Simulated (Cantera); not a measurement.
An adiabatic, constant-pressure homogeneous reactor starts with H2 : O2 : N2 : H2O = 1 : 0.526 : 1.98 : 0.36 (molar parts), equivalence ratio 0.95, at 1125 K and 300000 Pa. Integrator tolerance rtol = 1e-08.

Model: the H2/O2 subset of GRI-Mech 3.0, which has no nitrogen chemistry, integrated in Cantera. The hydrogen kinetics of GRI-Mech 3.0 are dated; newer H2 mechanisms differ, most at raised pressure.

```json
[
 {"quantity": "time of steepest temperature rise", "before": "0.500 ms", "after": "0.303 ms"},
 {"quantity": "temperature at 4.00 s", "before": "2655 K", "after": "2278 K"},
 {"quantity": "equilibrium temperature", "before": "2655 K", "after": "2278 K"},
 {"quantity": "x(H2) at 4.00 s", "before": "0.0215 (gas-phase equilibrium 0.0215)", "after": "0.00346 (gas-phase equilibrium 0.00346)"},
 {"quantity": "x(O2) at 4.00 s", "before": "0.0141 (gas-phase equilibrium 0.0141)", "after": "0.00570 (gas-phase equilibrium 0.00570)"},
 {"quantity": "x(H2O) at 4.00 s", "before": "0.364 (gas-phase equilibrium 0.364)", "after": "0.247 (gas-phase equilibrium 0.247)"},
 {"quantity": "x(O) at 4.00 s", "before": "0.00205 (gas-phase equilibrium 0.00205)", "after": "0.000191 (gas-phase equilibrium 0.000191)"},
 {"quantity": "x(H2O2) at 4.00 s", "before": "7.22e-7 (gas-phase equilibrium 7.22e-7)", "after": "1.35e-7 (gas-phase equilibrium 1.35e-7)"},
 {"quantity": "x(H) at 4.00 s", "before": "0.00407 (gas-phase equilibrium 0.00407)", "after": "0.000295 (gas-phase equilibrium 0.000295)"},
 {"quantity": "x(HO2) at 4.00 s", "before": "6.91e-6 (gas-phase equilibrium 6.91e-6)", "after": "1.05e-6 (gas-phase equilibrium 1.05e-6)"}
]
```

### Question
Which change was made?
(A) initial temperature 1125 to 1448 K
(B) initial temperature 1125 to 973 K
(C) N2 1.98 to 4 parts
(D) initial temperature 1125 to 950 K

### Answer
C, N2 1.98 to 4 parts
